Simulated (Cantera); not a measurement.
An isothermal, constant-pressure homogeneous reactor starts with C2H6 : N2 = 1 : 95 (molar parts), at 1423 K and 0.0570 bar.

Cantera simulation using GRI-Mech 3.0 (53 species, 325 reactions); the numbers are that mechanism's predictions, not measurements. GRI-Mech 3.0 stops at C3 and has no aromatics, soot or wall deposition, so with more carbon than oxygen in the feed, carbon stays in small species such as C2H2 where larger ones or solid carbon would form.

x: mole fraction; the columns are a selection and need not sum to one.

```csv
t (s),x C2H6,x HCN,x CH2,x CH3,x C2H2,x C2H4
3.00e-5,0.0104,<1e-12,5.76e-11,2.26e-5,<1e-12,2.74e-8
0.000126,0.0104,<1e-12,4.19e-9,9.33e-5,4.63e-11,1.44e-6
0.000527,0.0101,…,…,…,…,…
0.00221,0.00770,1.71e-7,1.20e-6,0.000844,5.87e-5,0.00199
0.00924,0.00139,6.39e-7,9.56e-7,0.000432,0.00185,0.00598
0.0387,2.03e-5,8.49e-7,6.37e-8,6.36e-5,0.00615,0.00299
0.162,1.47e-6,8.58e-7,4.62e-9,1.64e-5,0.00811,0.00106
0.680,3.38e-7,8.58e-7,9.85e-10,7.48e-6,0.00899,0.000183
2.85,…,8.59e-7,8.06e-10,…,0.00919,…
11.9,2.31e-7,8.64e-7,7.55e-10,6.20e-6,0.00927,9.12e-6
50.0,1.30e-7,8.84e-7,5.93e-10,4.69e-6,0.00952,8.10e-6
```

### Question
Complete the blanks.

### Answer

- 0.000527, x HCN: 1.23e-9
- 0.000527, x CH2: 2.11e-7
- 0.000527, x CH3: 0.000354
- 0.000527, x C2H2: 9.25e-8
- 0.000527, x C2H4: 9.00e-5
- 2.85, x C2H6: 2.71e-7
- 2.85, x CH3: 6.70e-6
- 2.85, x C2H4: 1.01e-5
